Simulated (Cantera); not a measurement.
Input (Python, Cantera) and output of one run.

```python
import numpy as np
import cantera as ct

gas_names = """
    Br Br2 H HBr H2 Si SiBr SiBr2 SiBr3 SiBr4 SiH SiHBr3 SiH2 SiH2Br2 SiH3 SiH3Br SiH4 Si2 Si3
""".split()
cond_names = """
    Br2(cr) Br2(L) Si(cr) Si(L)
""".split()


def load(file, names, dense=False):
    # The tables refer to 1 bar. Condensed volumes are neglected.
    table = {s.name: s for s in ct.Species.list_from_file(file)}
    out = []
    for n in names:
        d = dict(table[n].input_data)
        d["thermo"] = dict(d["thermo"], **{"reference-pressure": 1e5})
        if dense:
            d["equation-of-state"] = {"model": "constant-volume", "density": "1e6 g/cm^3"}
        out.append(ct.Species.from_dict(d))
    return out


gas = ct.Solution(thermo="ideal-gas", species=load("nasa_gas.yaml", gas_names))
cond = {s.name: ct.Solution(thermo="fixed-stoichiometry", species=[s], name=s.name)
        for s in load("nasa_condensed.yaml", cond_names, dense=True)}
atoms = {
    'Si': {'Si': 1},
    'Br2': {'Br': 2},
    'H2': {'H': 2},
}
top_T = {}  # K; cautious upper limits of use, not melting points


def equilibrate(T, P, feed):
    n = {}
    for name, mol in feed.items():
        for a, k in atoms[name].items():
            n[a] = n.get(a, 0.0) + k * mol
    gas.TPX = T, P, n
    mass = sum(n.values()) * gas.mean_molecular_weight
    gas.equilibrate("TP")
    valid = [c for c in cond.values() if c.min_temp <= T <= top_T.get(c.name, c.max_temp)]
    mix = ct.Mixture([(gas, mass / gas.mean_molecular_weight)] + [(c, 0.0) for c in valid])
    mix.T, mix.P = T, P
    mix.equilibrate("TP", solver="vcs", rtol=1e-11, max_steps=5000)
    return mix


results = []
feed = {'Si': 1, 'Br2': 0.78, 'H2': 5.6}  # mol
P = 1.6  # Pa
for T in [698, 748, 798, 848, 898, 948, 998, 1048, 1098, 1148, 1198, 1248]:
    mix = equilibrate(T, P, feed)
    results.append((T, P, feed, dict(zip(mix.species_names, mix.species_moles))))

top = {s: max(r[3][s] / sum(r[3][g] for g in gas_names) for r in results) for s in gas_names}
cols = sorted((s for s in top if top[s] > 0.001), key=lambda s: -top[s])[:5]
seen = [c for c in cond_names if any(r[3].get(c, 0) > 1e-12 for r in results)]
print("log10 of partial pressures in bar; condensed amounts in mol")
print(f"{'T/K':>10s}" + "".join(f"{s[:9]:>10s}" for s in cols + seen))
for T, P, feed, n in results:
    ng = sum(n[g] for g in gas_names)
    print(f"{T:10.4g}" + "".join(f"{np.log10(max(n[s] / ng * P / 1e5, 1e-99)):10.3f}" for s in cols)
          + "".join(f"{n.get(c, 0):10.4g}" for c in seen))
```

Output:

```
log10 of partial pressures in bar; condensed amounts in mol
       T/K        H2       HBr     SiBr4     SiBr2        Br    Si(cr)
       698    -4.829    -6.776    -6.004    -9.181   -13.196    0.6247
       748    -4.833    -6.457    -6.027    -8.430   -12.121    0.6411
       798    -4.840    -6.186    -6.070    -7.786   -11.185    0.6673
       848    -4.850    -5.961    -6.150    -7.240   -10.371     0.702
       898    -4.864    -5.783    -6.298    -6.796    -9.666    0.7365
       948    -4.880    -5.662    -6.574    -6.472    -9.072    0.7556
       998    -4.890    -5.604    -7.036    -6.288    -8.590    0.7529
      1048    -4.893    -5.593    -7.627    -6.209    -8.197    0.7406
      1098    -4.893    -5.599    -8.234    -6.173    -7.858    0.7278
      1148    -4.893    -5.610    -8.808    -6.152    -7.553    0.7167
      1198    -4.892    -5.622    -9.343    -6.138    -7.275    0.7079
      1248    -4.891    -5.635    -9.844    -6.129    -7.021    0.7023
```

Equilibrium computed with Cantera from the NASA thermochemical tables; the gas is ideal and each condensed phase is pure. The tables' values for SiBr3, SiBr are old estimates; treat these amounts as uncertain.
